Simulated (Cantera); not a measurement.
SiCl₄ + NH₃ + H₂ (silicon nitride deposition)

Charge: 1 mol SiCl₄, 2 mol NH₃, 1.6 mol H₂, at 3.23 Torr.

Equilibrium computed with Cantera from the NASA thermochemical tables; the gas is ideal and each condensed phase is pure. Candidate condensed phases: NH₄Cl, Si, Si₃N₄; 28 gas species. The tables' values for SiCl, SiCl₃, SiN are old estimates; treat these amounts as uncertain. Gases not in the tables: Si₂H₆ and higher silanes. Equilibrium is a limit: real reactors are often held back by kinetics, nucleation or transport.

From 1700 K to 2050 K nothing is condensed. The main Si-bearing gas is SiCl₂ throughout.

| T (K) | x H₂ | x HCl | x N₂ | x SiCl₂ | x H | x Cl | x Si | x SiCl |
|---|---|---|---|---|---|---|---|---|
| 1700 | 0.475 | 0.260 | 0.132 | 0.129 | 0.00155 | 0.000659 | 3.98e-5 | 0.000160 |
| 1750 | 0.473 | 0.260 | 0.131 | 0.129 | 0.00244 | 0.00103 | 9.47e-5 | 0.000276 |
| 1800 | 0.472 | 0.260 | 0.131 | 0.129 | 0.00375 | 0.00158 | 0.000215 | 0.000461 |
| 1850 | 0.470 | 0.260 | 0.131 | 0.128 | 0.00563 | 0.00237 | 0.000463 | 0.000748 |
| 1900 | 0.467 | 0.260 | 0.131 | 0.127 | 0.00827 | 0.00347 | 0.000954 | 0.00117 |
| 1950 | 0.463 | 0.260 | 0.130 | 0.126 | 0.0119 | 0.00501 | 0.00187 | 0.00178 |
| 2000 | 0.456 | 0.261 | 0.129 | 0.122 | 0.0168 | 0.00713 | 0.00347 | 0.00261 |
| 2050 | 0.448 | 0.263 | 0.128 | 0.118 | 0.0231 | 0.0100 | 0.00608 | 0.00367 |
x: gas mole fraction; nothing condenses.
